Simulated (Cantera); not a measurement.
Hydrocarbon pyrolysis for carbon deposition

An isothermal, constant-pressure homogeneous reactor starts with 31.2 % C₂H₆, 68.8 % N₂, at 1750 K and 100000 Pa.

Detailed kinetics in Cantera: GRI-Mech 3.0 (53 species, 325 reactions). GRI-Mech 3.0 stops at C3 and has no aromatics, soot or wall deposition, so with more carbon than oxygen in the feed, carbon stays in small species such as C2H2 where larger ones or solid carbon would form.

```csv
t (s),x C₂H₆,x C₂H₄,x C₂H,x CH₃,x C₂H₂
5.00e-5,0.00666,0.101,9.93e-7,0.00407,0.0731
0.000213,0.000207,0.0484,3.75e-7,0.000823,0.123
0.000910,9.11e-5,0.0102,3.75e-7,0.000608,0.156
0.00388,6.57e-5,0.00239,4.11e-7,0.000527,0.167
0.0166,2.43e-5,0.00221,4.47e-7,0.000324,0.177
0.0707,4.07e-6,0.00227,4.90e-7,0.000128,0.185
0.302,1.52e-6,0.00232,5.06e-7,6.65e-5,0.188
1.29,1.47e-6,0.00233,5.06e-7,6.49e-5,0.188
5.49,1.47e-6,0.00233,5.06e-7,6.49e-5,0.188
23.4,1.47e-6,0.00233,5.06e-7,6.48e-5,0.188
100,1.47e-6,0.00233,5.06e-7,6.48e-5,0.188
```
x: mole fraction; the columns are a selection and need not sum to one.

Equilibrium at this temperature and pressure: C₂H₆ 9.94e-7, C₂H₄ 0.00156, C₂H 3.37e-7, CH₃ 5.33e-5, C₂H₂ 0.125 (gas phase only).
